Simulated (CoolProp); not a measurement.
Vapour-liquid equilibrium of cyclopentane (1) + octamethylcyclotetrasiloxane (D4) (2) at 117.15 °C; x and y are mole fractions of (1).

Model: multi-fluid Helmholtz-energy mixture model, Gedanitz 2015 and Thol 2015; pair parameters Bell 2016, in CoolProp.

```tsv
x	bubble pressure, mixture model (bar)	bubble pressure, Raoult's law (bar)	y, mixture model	y, Raoult's law
0.05	0.3507	0.4681	0.531	0.655
0.125	0.6410	0.9153	0.759	0.837
0.2	0.9563	1.362	0.849	0.900
0.275	1.299	1.810	0.898	0.932
0.35	1.670	2.257	0.928	0.951
0.425	2.073	2.704	0.948	0.964
0.5	2.508	3.151	0.962	0.973
0.575	2.976	3.598	0.973	0.980
0.65	3.480	4.045	0.981	0.985
0.725	4.017	4.492	0.987	0.990
0.8	4.585	4.939	0.992	0.993
0.875	5.175	5.386	0.996	0.996
0.95	5.763	5.834	0.999	0.999
```

The largest gap from Raoult's law is -30.0 % in bubble pressure, at x = 0.125. No azeotrope shows between x = 0.05 and 0.95.

Pair parameters are fitted to limited data, so mixtures are less certain than the pure fluids.
